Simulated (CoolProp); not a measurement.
Vapour-liquid equilibrium of diethyl ether (1) + benzene (2) at 106.15 °C; x and y are mole fractions of (1).

Computed with CoolProp (multi-fluid Helmholtz-energy mixture model, Thol 2014 and Thol 2012; pair parameters Bell 2016).

| x | bubble pressure, mixture model (kPa) | bubble pressure, Raoult's law (kPa) | y, mixture model | y, Raoult's law |
|---|---|---|---|---|
| 0.05 | 237.5 | 239.1 | 0.145 | 0.157 |
| 0.2 | 313.7 | 320.0 | 0.440 | 0.470 |
| 0.35 | 390.7 | 400.8 | 0.624 | 0.656 |
| 0.5 | 469.2 | 481.7 | 0.751 | 0.780 |
| 0.65 | 550.0 | 562.5 | 0.846 | 0.868 |
| 0.8 | 633.7 | 643.4 | 0.921 | 0.934 |
| 0.95 | 721.1 | 724.2 | 0.982 | 0.985 |

The largest gap from Raoult's law is -2.6 % in bubble pressure, at x = 0.5. No azeotrope shows between x = 0.05 and 0.95.

The pair parameters rest on a limited set of measurements; away from them the model extrapolates.
